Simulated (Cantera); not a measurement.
A closed system holds: 1 mol Pb, 4.4 mol CO, 2.2 mol H₂, held at 10000 Pa.

Equilibrium computed with Cantera from the NASA thermochemical tables; the gas is ideal and each condensed phase is pure. Candidate condensed phases: C, C₆H₆, C₇H₈, C₈H₁₈, H₂O, Pb, PbO, PbO₂, Pb₃O₄; 113 gas species. Kinetics and transport are ignored.

Over these rows the condensed part is C(graphite) + Pb(l). Partial pressures as log10 of bar:

| T (K) | 1000/T (1/K) | log p H₂O | log p CO | log p H₂ |
|---|---|---|---|---|
| 923 | 1.0834 | -2.55 | -1.27 | -1.47 |
| 1023 | 0.9775 | -3.23 | -1.19 | -1.48 |
| 1123 | 0.8905 | -3.84 | -1.18 | -1.48 |
| 1223 | 0.8177 | ? | -1.18 | -1.48 |
| 1323 | 0.7559 | -4.82 | -1.19 | -1.49 |
| 1423 | 0.7027 | -5.27 | -1.23 | -1.53 |

Question: Fit log p(H₂O) = a + b·(1000/T) to the five rows, give the apparent enthalpy, and predict the row at 1223 K.

Answer: Means: 1000/T = 0.8820, log p = -3.942. Sxy = 0.698038, Sxx = 0.0978042, so b = 7.14 and a = -3.942 − (7.14)×0.8820 = -10.24.
Apparent enthalpy: −19.145 × (7.14) = -137 kJ/mol. With the condensed phases at unit activity, CO(g) + H₂(g) = H₂O(g) + C(graphite) links this pressure to the main gases: over the six rows their terms move log p by -0.02 in all, so the slope is close to that reaction's ΔH°. The five rows lie within 0.05 of the line.
Prediction at 1223 K: -10.24 + (7.14)×0.8177 = -4.40. The computed value is -4.36, 0.04 from the line.
